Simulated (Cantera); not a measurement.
# Adiabatic ignition

An adiabatic, constant-volume homogeneous reactor starts with CH3OH : O2 : N2 = 1 : 3.49 : 10.1 (molar parts), equivalence ratio 0.43, at 1023 K and 22000 Pa.

Detailed kinetics in Cantera: GRI-Mech 3.0 (53 species, 325 reactions). GRI-Mech 3.0 was tuned for natural gas; its chemistry of methanol as a main component is partial and can be far from experiment.

```json
[
 {"t (s)": "1.00e-6", "T (K)": "1023", "P (bar)": "0.220", "x CH3OH": "0.0685", "x O2": "0.239", "x CO2": "<1e-12", "x CH2O": "<1e-12", "x CH2": "<1e-12", "x C2H2": "<1e-12", "x OH": "1.03e-12"},
 {"t (s)": "4.06e-6", "T (K)": "1023", "P (bar)": "0.220", "x CH3OH": "0.0685", "x O2": "0.239", "x CO2": "<1e-12", "x CH2O": "5.54e-12", "x CH2": "<1e-12", "x C2H2": "<1e-12", "x OH": "1.77e-12"},
 {"t (s)": "1.65e-5", "T (K)": "1023", "P (bar)": "0.220", "x CH3OH": "0.0685", "x O2": "0.239", "x CO2": "2.81e-12", "x CH2O": "4.53e-11", "x CH2": "<1e-12", "x C2H2": "<1e-12", "x OH": "1.91e-12"},
 {"t (s)": "6.71e-5", "T (K)": "1023", "P (bar)": "0.220", "x CH3OH": "0.0685", "x O2": "0.239", "x CO2": "1.16e-11", "x CH2O": "2.35e-10", "x CH2": "<1e-12", "x C2H2": "<1e-12", "x OH": "1.93e-12"},
 {"t (s)": "0.000273", "T (K)": "1023", "P (bar)": "0.220", "x CH3OH": "0.0685", "x O2": "0.239", "x CO2": "4.71e-11", "x CH2O": "1.06e-9", "x CH2": "<1e-12", "x C2H2": "<1e-12", "x OH": "1.95e-12"},
 {"t (s)": "0.00111", "T (K)": "1023", "P (bar)": "0.220", "x CH3OH": "0.0685", "x O2": "0.239", "x CO2": "1.92e-10", "x CH2O": "4.92e-9", "x CH2": "<1e-12", "x C2H2": "<1e-12", "x OH": "1.98e-12"},
 {"t (s)": "0.00451", "T (K)": "1023", "P (bar)": "0.220", "x CH3OH": "0.0685", "x O2": "0.239", "x CO2": "7.80e-10", "x CH2O": "2.20e-8", "x CH2": "<1e-12", "x C2H2": "<1e-12", "x OH": "1.99e-12"},
 {"t (s)": "0.0183", "T (K)": "1023", "P (bar)": "0.220", "x CH3OH": "0.0685", "x O2": "0.239", "x CO2": "3.17e-9", "x CH2O": "9.22e-8", "x CH2": "<1e-12", "x C2H2": "<1e-12", "x OH": "2.01e-12"},
 {"t (s)": "0.0745", "T (K)": "1023", "P (bar)": "0.220", "x CH3OH": "0.0685", "x O2": "0.239", "x CO2": "1.29e-8", "x CH2O": "3.93e-7", "x CH2": "<1e-12", "x C2H2": "<1e-12", "x OH": "2.42e-12"},
 {"t (s)": "0.303", "T (K)": "1023", "P (bar)": "0.220", "x CH3OH": "0.0685", "x O2": "0.239", "x CO2": "5.24e-8", "x CH2O": "2.81e-6", "x CH2": "<1e-12", "x C2H2": "<1e-12", "x OH": "1.18e-11"},
 {"t (s)": "1.23", "T (K)": "1032", "P (bar)": "0.222", "x CH3OH": "0.0660", "x O2": "0.238", "x CO2": "3.51e-6", "x CH2O": "0.00201", "x CH2": "<1e-12", "x C2H2": "<1e-12", "x OH": "3.19e-8"},
 {"t (s)": "5.00", "T (K)": "2339", "P (bar)": "0.524", "x CH3OH": "<1e-12", "x O2": "0.124", "x CO2": "0.0622", "x CH2O": "<1e-12", "x CH2": "<1e-12", "x C2H2": "<1e-12", "x OH": "0.00977"}
]
```
x: mole fraction; the columns are a selection and need not sum to one.

The time of steepest temperature rise is 1.30 s and the temperature at 5.00 s comes out as 2339 K. The equilibrium temperature is 2339 K and the x(CH3OH) at 5.00 s is <1e-12 (gas-phase equilibrium <1e-12). The x(O2) at 5.00 s is 0.124 (gas-phase equilibrium 0.124) and the x(CO2) at 5.00 s is 0.0622 (gas-phase equilibrium 0.0622).
